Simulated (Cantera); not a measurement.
An isothermal, constant-pressure homogeneous reactor starts with 53.7 % NO, 43.0 % N₂, 3.33 % H₂O, at 2173 K and 0.200 bar.

Model: GRI-Mech 3.0 (53 species, 325 reactions), integrated in Cantera.

x: mole fraction; the columns are a selection and need not sum to one.

```tsv
t (s)	x NO	x O	x N₂O	x O₂	x N₂	x NO₂
8.00e-5	0.537	5.69e-6	1.60e-5	1.83e-7	0.430	2.01e-6
0.000218	0.537	1.16e-5	3.90e-5	1.85e-6	0.430	1.21e-5
0.000596	0.537	5.45e-5	7.81e-5	5.36e-5	0.430	4.56e-5
0.00163	0.536	?	8.10e-5	?	0.430	3.61e-5
0.00444	0.532	0.000288	5.41e-5	0.00244	0.431	3.45e-5
0.0121	0.522	?	5.63e-5	?	0.436	?
0.0330	0.496	0.000752	5.59e-5	0.0194	0.449	8.77e-5
0.0902	0.428	0.00121	4.43e-5	0.0530	0.483	0.000126
0.246	0.272	0.00187	1.85e-5	0.130	0.561	0.000126
0.671	0.0830	0.00243	1.98e-6	0.224	0.655	5.06e-5
1.83	0.0182	0.00259	3.36e-7	0.257	0.687	1.19e-5
5.00	0.0124	0.00260	2.89e-7	0.259	0.690	8.15e-6
```

### Question
What belongs in the gaps?

### Answer

- 0.00163, x O: 0.000130
- 0.00163, x O₂: 0.000741
- 0.0121, x O: 0.000468
- 0.0121, x O₂: 0.00695
- 0.0121, x NO₂: 5.52e-5
